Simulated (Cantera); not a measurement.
Feed: 1 mol Si, 0.19 mol N2O, 30 mol N2, held at 998.15 K and 0.0133 bar.

These are equilibrium values from Cantera (NASA tables, ideal gas, pure condensed phases), not measurements of a reactor. Candidate condensed phases: Si, SiO2, Si2N2O, Si3N4; 16 gas species. Kinetics and transport are ignored.

Base state: N2 1.00 (mole fractions); condensed: Si2N2O(s) + Si3N4(s).

Task: What changes in the equilibrium state with this change: Si replaced by SiC?

Result: 
| species | before | after |
|---|---|---|
| N2 | 1.00 | 1.00 |
| Si2N2O(s), mol | 0.190 | 0.190 |
| Si3N4(s), mol | 0.207 | 0.207 |
| C(graphite), mol | 0 | 1.00 |
Further candidate phases: C, SiC.
